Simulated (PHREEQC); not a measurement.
Dissolve 28 mmol/kgw CuCl2, 58.3 mmol/kgw HNO3 and 0.96 mmol/kgw Na2SO4 at 20 °C. It is in equilibrium with CO2 at log p = -3.5 (atm). Otherwise closed; pH follows from the charge balance.

The numbers come from PHREEQC with the ion-association model, phreeqc.dat.

No solid was allowed to form.

**Question.** Order these S species by the share of S that they hold, largest first: HSO4-, CuSO4, SO4-2.

**Answer.** HSO4- (52 %), SO4-2 (29 %), CuSO4 (18 %)

The pH is 1.33 and the ionic strength 0.141 mol/kgw. Species that the database lacks are ignored.
